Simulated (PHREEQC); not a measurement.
Consider water at 15 °C with 0.52 mol/kgw Na2SO4 and 0.18 mol/kgw MgCl2. Closed to the air; pH follows from the charge balance.

All values are PHREEQC results (Pitzer model, pitzer.dat), not measurements.

- ionic strength = 2.10 mol/kgw
- activity of water = 0.972
- density = 1.075 g/cm³
- osmotic coefficient = 0.737

| species | molality | activity | log γ |
|---|---|---|---|
| Na+ | 1.04 | 0.597 | -0.241 |
| SO4-2 | 0.520 | 0.0232 | -1.350 |
| Cl- | 0.360 | 0.203 | -0.249 |
| Mg+2 | 0.180 | 0.0242 | -0.872 |
| MgOH+ | 3.18e-7 | 1.59e-7 | -0.300 |
| HSO4- | 2.76e-7 | 1.57e-7 | -0.246 |
| H+ | 1.55e-7 | 9.30e-8 | -0.223 |
| OH- | 1.13e-7 | 4.74e-8 | -0.378 |

No solid was allowed to form. Species that the database lacks are ignored.
